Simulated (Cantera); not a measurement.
Mixture: CO : H₂ : O₂ : N₂ : H₂O = 1 : 0.17 : 0.487 : 1.83 : 0.85 (molar parts), equivalence ratio 1.2, at 5.00 bar, adiabatic and at constant volume. Ignition delay is the time to a rise of 400 K.

Detailed kinetics in Cantera: GRI-Mech 3.0 (53 species, 325 reactions). The hydrogen kinetics of GRI-Mech 3.0 are dated; newer H2 mechanisms differ, most at raised pressure.

Q: Predict: delay at 1050 K; delay at 1150 K; delay at 1250 K; delay at 1350 K; delay at 1450 K; delay at 1550 K; apparent activation energy between 1350 and 1550 K.

A: delay at 1050 K: 2.78 ms
delay at 1150 K: 0.384 ms
delay at 1250 K: 65.5 µs
delay at 1350 K: 19.8 µs
delay at 1450 K: 10.4 µs
delay at 1550 K: 6.96 µs
apparent activation energy between 1350 and 1550 K: 91 kJ/mol
